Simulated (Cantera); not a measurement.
Input: 1 mol PbO, 0.41 mol CO, 0.44 mol H₂, equilibrated at 0.0133 bar.

Method: chemical equilibrium by Gibbs-energy minimisation in Cantera with the NASA 1993 tables (ideal gas, pure condensed phases). Candidate condensed phases: C, C₆H₆, C₇H₈, C₈H₁₈, H₂O, Pb, PbO, PbO₂, Pb₃O₄; 113 gas species. Kinetics and transport are ignored. All values below are at 502 °C.

Base state: H₂O 0.518, CO₂ 0.482, H₂ 2.87e-5 (mole fractions); condensed: Pb(l) + PbO(yellow).

Question: What changes in the equilibrium state with this change: H₂ from 0.44 to 60 mol?

Answer: 
```json
[
 {"species": "H₂", "before": "2.87e-5", "after": "0.974"},
 {"species": "H₂O", "before": "0.518", "after": "0.0191"},
 {"species": "CO", "before": "5.30e-6", "after": "0.00361"},
 {"species": "CO₂", "before": "0.482", "after": "0.000358"},
 {"species": "CH₄", "before": "<1e-9", "after": "0.00286"},
 {"species": "Pb(l), mol", "before": "0.850", "after": "1.000"},
 {"species": "PbO(yellow), mol", "before": "0.150", "after": "0"}
]
```
